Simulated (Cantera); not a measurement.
Cantera run, input and output.

```python
import numpy as np
import cantera as ct

gas = ct.Solution("gri30.yaml")
gas.TPX = 1423, 1200, {'H2': 0.017, 'O2': 1}
reactor = ct.IdealGasConstPressureReactor(gas, energy="off", clone=False)
net = ct.ReactorNet([reactor])
net.rtol, net.atol = 1e-08, 1e-18
show = ['H2', 'O2', 'O', 'OH', 'HO2', 'H']
times = np.geomspace(0.0002, 9, 11)

steps = ct.SolutionArray(gas, extra=["t"])
rows = []
print(f"{'t/s':>10s}{'T/K':>9s}{'P/Pa':>11s}" + "".join(f"{s:>11s}" for s in show))
for t in times:
    while net.time < t:
        t_next = net.step()
        steps.append(gas.state, t=t_next)
    rows.append([np.interp(t, steps.t, y) for y in (steps.T, steps.P, *steps(*show).X.T)])
    print(f"{t:10.3e}{rows[-1][0]:9.1f}{rows[-1][1]:11.4g}" + "".join(f"{x:11.3e}" for x in rows[-1][2:]))
rate = np.gradient(steps.T, steps.t)
print("integrator steps:", len(steps.t))
if steps.T.max() > steps.T[0] + 200:
    print(f"time of steepest temperature rise: {steps.t[rate.argmax()]:.4e} s")
gas.TPX = 1423, 1200, {'H2': 0.017, 'O2': 1}
gas.equilibrate("TP")
print(f"equilibrium (TP): T = {gas.T:.1f} K  " + "  ".join(f"{s} {gas[s].X[0]:.3e}" for s in show))
```

Output:

```
       t/s      T/K       P/Pa         H2         O2          O         OH        HO2          H
 2.000e-04   1423.0       1200  1.672e-02  9.833e-01  1.245e-07  1.132e-07  9.454e-08  2.706e-08
 5.839e-04   1423.0       1200  1.671e-02  9.833e-01  1.252e-06  1.080e-06  2.755e-07  1.894e-07
 1.705e-03   1423.0       1200  1.630e-02  9.829e-01  2.523e-04  2.129e-04  7.760e-07  3.620e-05
 4.977e-03   1423.0       1200  1.240e-04  9.676e-01  1.413e-02  2.348e-03  5.729e-07  7.517e-04
 1.453e-02   1423.0       1200  1.031e-04  9.680e-01  1.383e-02  2.247e-03  5.534e-07  7.020e-04
 4.243e-02   1423.0       1200  9.571e-05  9.691e-01  1.277e-02  2.166e-03  5.337e-07  6.242e-04
 1.239e-01   1423.0       1200  7.792e-05  9.718e-01  1.027e-02  1.957e-03  4.817e-07  4.523e-04
 3.616e-01   1423.0       1200  4.661e-05  9.763e-01  6.010e-03  1.517e-03  3.671e-07  2.043e-04
 1.056e+00   1423.0       1200  1.656e-05  9.806e-01  2.086e-03  9.065e-04  1.999e-07  4.218e-05
 3.083e+00   1423.0       1200  3.579e-06  9.825e-01  4.441e-04  4.221e-04  7.459e-08  4.173e-06
 9.000e+00   1423.0       1200  6.483e-07  9.830e-01  7.990e-05  1.798e-04  3.446e-08  3.197e-07
integrator steps: 1060
equilibrium (TP): T = 1423.0 K  H2 9.966e-08  O2 9.831e-01  O 1.227e-05  OH 7.057e-05  HO2 4.699e-08  H 1.927e-08
```

Computed with Cantera and GRI-Mech 3.0 (53 species, 325 reactions). Radical loss at walls, strong at low pressure, is not modelled.
